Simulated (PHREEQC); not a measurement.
A column of 1 m (40 cells, dispersivity 0.035 m, 3600 s a shift, diffusion coefficient 3e-10 m²/s) holds 0.033 eq of the database's cation exchanger X per kg of pore water, first in equilibrium with 0.0013 mol MgCl2, 0.0079 mol BaCl2 and 1e-05 mol HCl per kg of water. It is flushed with 0.0031 mol MgCl2, 0.029 mol NH4Cl and 1e-05 mol HCl per kg of water, at 25 °C. Values are for the last cell. The system is closed to CO2. Nothing may precipitate in this run.

Base run: PHREEQC, ion-association model, phreeqc.dat. Each further column changes one thing. The table gives NH4 in solution (mol/kgw).

```tsv
pore volumes	base	exchange capacity from 0.033 to 0.017 eq/kgw	dispersivity from 0.035 to 0.07 m
0	0	0	0
0.3875	3.08e-9	8.68e-8	2.87e-6
0.7625	0.000335	0.00127	0.00154
1.137	0.00630	…	…
1.512	0.0154	0.0210	0.0160
1.887	0.0212	0.0253	0.0208
2.138	0.0235	0.0267	0.0229
2.513	0.0255	0.0277	0.0249
2.888	0.0267	0.0283	0.0262
3.263	0.0274	0.0286	0.0270
3.638	0.0278	0.0287	0.0275
4.013	0.0281	0.0288	…
```

Some entries are withheld; supply them.


- 1.137, exchange capacity from 0.033 to 0.017 eq/kgw: 0.0115
- 1.137, dispersivity from 0.035 to 0.07 m: 0.00856
- 4.013, dispersivity from 0.035 to 0.07 m: 0.0279
